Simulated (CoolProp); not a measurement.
Vapour-liquid equilibrium of R1234yf (1) + R152A (2) at 245.3 K; x and y are mole fractions of (1).

Computed with CoolProp (multi-fluid Helmholtz-energy mixture model, Lemmon 2022 and Outcalt 1996; pair parameters Bell 2023).

Task: Give the bubble pressure and the first vapour's composition at x = 0.05, 0.45, 0.55. Is there an azeotrope?

Result: x = 0.05: 88.71 kPa, y = 0.084; x = 0.45: 103.9 kPa, y = 0.507; x = 0.55: 105.8 kPa, y = 0.591. No azeotrope shows between x = 0.05 and 0.95.

The pair parameters rest on a limited set of measurements; away from them the model extrapolates.
